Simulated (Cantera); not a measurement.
An isothermal, constant-pressure homogeneous reactor starts with NO : N2 = 1 : 0.65 (molar parts), at 2125 K and 0.0263 atm. Integrator tolerance rtol = 1e-08.

Detailed kinetics in Cantera: GRI-Mech 3.0 (53 species, 325 reactions). Radical loss at walls, strong at low pressure, is not modelled.

**Question.** What does this change do: temperature 2125 to 1800 K?

**Answer.** 
```tsv
quantity	before	after
x(NO) at 5.00 s	0.0504 (gas-phase equilibrium 0.0117)	0.577 (gas-phase equilibrium 0.00469)
x(N2O) at 5.00 s	6.31e-7 (gas-phase equilibrium 1.00e-7)	0.000117 (gas-phase equilibrium 4.13e-8)
x(NO2) at 5.00 s	1.33e-5 (gas-phase equilibrium 3.21e-6)	6.27e-5 (gas-phase equilibrium 2.29e-6)
x(N2) at 5.00 s	0.670 (gas-phase equilibrium 0.689)	0.408 (gas-phase equilibrium 0.694)
x(O2) at 5.00 s	0.274 (gas-phase equilibrium 0.294)	0.0144 (gas-phase equilibrium 0.300)
x(O) at 5.00 s	0.00534 (gas-phase equilibrium 0.00551)	0.000126 (gas-phase equilibrium 0.000411)
```

**Question.** What does this change do: temperature 2125 to 1525 K?

**Answer.** 
```
quantity                                           before                                     after
----------------  ---------------------------------------  ----------------------------------------
x(NO) at 5.00 s     0.0504 (gas-phase equilibrium 0.0117)     0.605 (gas-phase equilibrium 0.00156)
x(N2O) at 5.00 s  6.31e-7 (gas-phase equilibrium 1.00e-7)  0.000116 (gas-phase equilibrium 1.46e-8)
x(NO2) at 5.00 s  1.33e-5 (gas-phase equilibrium 3.21e-6)   5.15e-5 (gas-phase equilibrium 1.52e-6)
x(N2) at 5.00 s       0.670 (gas-phase equilibrium 0.689)       0.394 (gas-phase equilibrium 0.696)
x(O2) at 5.00 s       0.274 (gas-phase equilibrium 0.294)    0.000544 (gas-phase equilibrium 0.302)
x(O) at 5.00 s    0.00534 (gas-phase equilibrium 0.00551)   2.98e-6 (gas-phase equilibrium 1.92e-5)
```

**Question.** What does this change do: NO 1 to 3.5 parts?

**Answer.** 
| quantity | before | after |
|---|---|---|
| x(NO) at 5.00 s | 0.0504 (gas-phase equilibrium 0.0117) | 0.0495 (gas-phase equilibrium 0.0126) |
| x(N2O) at 5.00 s | 6.31e-7 (gas-phase equilibrium 1.00e-7) | 5.55e-7 (gas-phase equilibrium 9.79e-8) |
| x(NO2) at 5.00 s | 1.33e-5 (gas-phase equilibrium 3.21e-6) | 1.56e-5 (gas-phase equilibrium 4.08e-6) |
| x(N2) at 5.00 s | 0.670 (gas-phase equilibrium 0.689) | 0.552 (gas-phase equilibrium 0.570) |
| x(O2) at 5.00 s | 0.274 (gas-phase equilibrium 0.294) | 0.392 (gas-phase equilibrium 0.411) |
| x(O) at 5.00 s | 0.00534 (gas-phase equilibrium 0.00551) | 0.00638 (gas-phase equilibrium 0.00652) |
